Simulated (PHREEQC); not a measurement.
## Leach liquor: an equilibrium model

Solution (25 °C): 0.38 mol HCl and 0.0021 mol CuSO4 per kg of water. Closed to the air; pH follows from the charge balance.

Model: ion-association model, phreeqc.dat, run in PHREEQC.

```
Property                     Result
--------------------  -------------
pH                             0.53
ionic strength        0.384 mol/kgw
activity of water             0.987
specific conductance   119000 µS/cm
density                 1.004 g/cm³
total alkalinity        -380 meq/kg
```

```tsv
species	molality	activity	log γ
Cl-	0.380	0.254	-0.175
H+	0.378	0.292	-0.112
HSO4-	0.00188	0.00138	-0.136
Cu+2	0.00161	0.000436	-0.569
CuCl+	0.000444	0.000297	-0.174
SO4-2	0.000212	4.84e-5	-0.642
CuCl2	3.70e-5	4.05e-5	0.038
CuSO4	3.94e-6	4.31e-6	0.038
CuCl3-	5.44e-8	3.64e-8	-0.174
```

No solid was allowed to form. Species that the database lacks are ignored.
